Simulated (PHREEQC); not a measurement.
Model water analysis in mg/L, 25 °C, pH 6.59, pe 9.3:

```json
[
 {"constituent": "Na", "mg/L": "264"},
 {"constituent": "K", "mg/L": "41.5"},
 {"constituent": "Ca", "mg/L": "23.5"},
 {"constituent": "Mg", "mg/L": "5.6"},
 {"constituent": "Cl", "mg/L": "199"},
 {"constituent": "S(6) as SO4", "mg/L": "283"},
 {"constituent": "Alkalinity as HCO3", "mg/L": "171"},
 {"constituent": "Li", "mg/L": "2.58"},
 {"constituent": "Sr", "mg/L": "23.9"},
 {"constituent": "Cu(2)", "mg/L": "0.232"},
 {"constituent": "N(5) as NO3", "mg/L": "0.525"}
]
```

Valence states are taken as typed.

All values are PHREEQC results (ion-association model, wateq4f.dat), not measurements.

This is a speciation only: nothing precipitates in the calculation.

**Question.** Order these Sr species by the share of Sr that they hold, largest first: SrSO4, Sr+2, SrHCO3+.

**Answer.** Sr+2 (82 %), SrSO4 (15 %), SrHCO3+ (2.1 %)

**Question.** Order these Mg species by the share of Mg that they hold, largest first: MgHCO3+, Mg+2, MgSO4.

**Answer.** Mg+2 (80 %), MgSO4 (18 %), MgHCO3+ (1.6 %)

The pH is 6.59 and the ionic strength 0.0178 mol/kgw.
